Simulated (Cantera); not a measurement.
Feed: 1 mol toluene, 0.06 mol H2O, 38 mol N2, held at 2598.15 K and 2.80 bar.

Equilibrium computed with Cantera from the NASA thermochemical tables; the gas is ideal and each condensed phase is pure. Candidate condensed phases: C, C6H6, C7H8, C8H18, H2O; 136 gas species. Equilibrium is a limit: real reactors are often held back by kinetics, nucleation or transport.

Base state: N2 0.886, H2 0.0783, HCN 0.0236, H 0.00637, HNC 0.00308, CO 0.00142, C2H2 (acetylene) 0.00126, CN 0.000127 (mole fractions); condensed: C(graphite).

Problem. What changes in the equilibrium state with this change: toluene replaced by C2H2?

Solution. 
| species | before | after |
|---|---|---|
| N2 | 0.886 | 0.963 |
| H2 | 0.0783 | 0.0184 |
| HCN | 0.0236 | 0.0120 |
| C2H2 (acetylene) | 0.00126 | 0.000297 |
| H | 0.00637 | 0.00309 |
| HNC | 0.00308 | 0.00156 |
| C2N2 | 0.000121 | 0.000132 |
| C(graphite), mol | 5.69 | 1.37 |
